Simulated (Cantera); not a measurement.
A diamond (100) surface in a fixed gas of H2 with x(CH4) = 0.0031, x(H) = 0.00056, x(CH3) = 8.4e-05, 27.0 Torr; coverages are run to steady state.

Computed with Cantera and the Harris–Goodwin 1993 mechanism for the reconstructed diamond (100) surface.

θ: site fractions in the mechanism's names (c6HH fully hydrogenated, c6H* and c6*H radical sites, c6** diradical, c6HM methylated).

```tsv
T (K)	growth (µm/h)	θ c6HH	θ c6H*	θ c6*H	θ c6**	θ c6HM
925	0.880	0.593	0.0107	0.276	0.00435	0.0908
1000	[?]	0.564	[?]	[?]	[?]	[?]
1075	[?]	0.536	[?]	[?]	[?]	[?]
1150	0.266	0.501	0.0314	0.446	0.0159	0.00282
1225	0.193	0.474	0.0382	0.466	0.0190	0.000524
1300	0.162	0.460	0.0443	0.474	0.0210	0.000102
1375	0.0841	0.458	0.0496	0.470	0.0219	2.13e-5
```

### Question
What belongs in the gaps?

### Answer

- 1000, growth (µm/h): 0.962
- 1000, θ c6H*: 0.0168
- 1000, θ c6*H: 0.345
- 1000, θ c6**: 0.00768
- 1000, θ c6HM: 0.0487
- 1075, growth (µm/h): 0.561
- 1075, θ c6H*: 0.0242
- 1075, θ c6*H: 0.406
- 1075, θ c6**: 0.0119
- 1075, θ c6HM: 0.0144
